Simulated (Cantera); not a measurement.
# Reactions in the system C-N-O-Ti

Source: NASA polynomial tables (part measured, part estimated), evaluated in Cantera. Values are per mole of reaction as written; species without (g) are pure solids or liquids, kept so even where they would boil at 1 bar. TiC: taken at fixed stoichiometry.

5 NO(g) + 2 CO(g) + Ti₂O₃ → 5 NO₂(g) + 2 TiC

```json
[
 {"T (K)": "1248", "ΔH° (kJ)": "1064.1", "ΔS° (J/K)": "-321.1", "ΔG° (kJ)": "1464.8", "log10 K": "-61.31"},
 {"T (K)": "1273", "ΔH° (kJ)": "1063.8", "ΔS° (J/K)": "-321.3", "ΔG° (kJ)": "1472.9", "log10 K": "-60.44"},
 {"T (K)": "1298", "ΔH° (kJ)": "1063.5", "ΔS° (J/K)": "-321.6", "ΔG° (kJ)": "1480.9", "log10 K": "-59.59"},
 {"T (K)": "1323", "ΔH° (kJ)": "1063.2", "ΔS° (J/K)": "-321.8", "ΔG° (kJ)": "1489.0", "log10 K": "-58.79"},
 {"T (K)": "1348", "ΔH° (kJ)": "1062.9", "ΔS° (J/K)": "-322.0", "ΔG° (kJ)": "1497.0", "log10 K": "-58.01"},
 {"T (K)": "1373", "ΔH° (kJ)": "1062.6", "ΔS° (J/K)": "-322.2", "ΔG° (kJ)": "1505.1", "log10 K": "-57.26"},
 {"T (K)": "1398", "ΔH° (kJ)": "1062.4", "ΔS° (J/K)": "-322.4", "ΔG° (kJ)": "1513.1", "log10 K": "-56.53"},
 {"T (K)": "1423", "ΔH° (kJ)": "1062.1", "ΔS° (J/K)": "-322.6", "ΔG° (kJ)": "1521.2", "log10 K": "-55.84"},
 {"T (K)": "1448", "ΔH° (kJ)": "1061.8", "ΔS° (J/K)": "-322.8", "ΔG° (kJ)": "1529.2", "log10 K": "-55.16"},
 {"T (K)": "1473", "ΔH° (kJ)": "1061.6", "ΔS° (J/K)": "-323.0", "ΔG° (kJ)": "1537.3", "log10 K": "-54.51"},
 {"T (K)": "1498", "ΔH° (kJ)": "1061.4", "ΔS° (J/K)": "-323.1", "ΔG° (kJ)": "1545.4", "log10 K": "-53.89"}
]
```

12 TiO₂ → O₃(g) + 3 Ti₄O₇

```
T (K)  ΔH° (kJ)  ΔS° (J/K)  ΔG° (kJ)  log10 K
-----  --------  ---------  --------  -------
1248     1294.2      267.3     960.5   -40.20
1273     1295.4      268.3     953.8   -39.14
1298     1296.6      269.2     947.1   -38.11
1323     1297.8      270.2     940.4   -37.13
1348     1299.1      271.1     933.6   -36.18
1373     1300.3      272.1     926.8   -35.26
1398     1301.7      273.0     920.0   -34.37
1423     1303.0      273.9     913.2   -33.52
1448     1304.3      274.9     906.3   -32.69
1473     1305.7      275.8     899.4   -31.89
1498     1307.0      276.7     892.5   -31.12
```

Ti + 2 NO(g) → TiO₂ + N₂(g)

| T (K) | ΔH° (kJ) | ΔS° (J/K) | ΔG° (kJ) | log10 K |
|---|---|---|---|---|
| 1248 | -1124.4 | -204.0 | -869.8 | 36.41 |
| 1273 | -1124.2 | -203.8 | -864.7 | 35.48 |
| 1298 | -1123.9 | -203.6 | -859.6 | 34.59 |
| 1323 | -1123.6 | -203.4 | -854.6 | 33.74 |
| 1348 | -1123.4 | -203.2 | -849.5 | 32.92 |
| 1373 | -1123.1 | -203.0 | -844.4 | 32.12 |
| 1398 | -1122.9 | -202.8 | -839.3 | 31.36 |
| 1423 | -1122.7 | -202.7 | -834.3 | 30.62 |
| 1448 | -1122.5 | -202.5 | -829.2 | 29.91 |
| 1473 | -1122.3 | -202.4 | -824.1 | 29.22 |
| 1498 | -1122.1 | -202.3 | -819.1 | 28.56 |

3 Ti₂O₃ + 2 NO(g) → N₂O(g) + 2 Ti₃O₅

| T (K) | ΔH° (kJ) | ΔS° (J/K) | ΔG° (kJ) | log10 K |
|---|---|---|---|---|
| 1248 | -463.7 | -164.4 | -258.6 | 10.82 |
| 1273 | -464.1 | -164.7 | -254.4 | 10.44 |
| 1298 | -464.4 | -164.9 | -250.3 | 10.07 |
| 1323 | -464.7 | -165.2 | -246.2 | 9.72 |
| 1348 | -464.9 | -165.3 | -242.1 | 9.38 |
| 1373 | -465.1 | -165.5 | -237.9 | 9.05 |
| 1398 | -465.2 | -165.6 | -233.8 | 8.74 |
| 1423 | -465.3 | -165.6 | -229.7 | 8.43 |
| 1448 | -465.3 | -165.6 | -225.5 | 8.13 |
| 1473 | -465.3 | -165.6 | -221.4 | 7.85 |
| 1498 | -465.2 | -165.6 | -217.2 | 7.57 |
